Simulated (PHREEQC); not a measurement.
**Ultrapure water in contact with air or piping: an equilibrium model**

Model water analysis in mmol/kgw, 25 °C, pH 6.97, pe 8.8: Na 0.0225; K 1.19e-08; Ca 0.0119; Mg 0.000299; Cl 0.0189; S(6) 0.00411; Alkalinity (meq/kgw) 0.0213; Cu(2) 0.000138; Si 7.94e-05; N(5) 0.000215; Ba 6.4e-05; Li 0.00103; B 3.72e-05.

Valence states are taken as typed.

Model: ion-association model, phreeqc.dat, run in PHREEQC.

No solid was allowed to form.

### Question
Predict the charge-balance error.

### Answer
charge-balance error -0.3 %.

### Question
In which forms is Cu present?

### Answer
Cu(OH)2 60 %, Cu+2 34 %, CuOH+ 3.1 %, CuCO3 1.6 % of the Cu.

The database's constant for dissolved Cu(OH)2 is higher than later reviews accept.
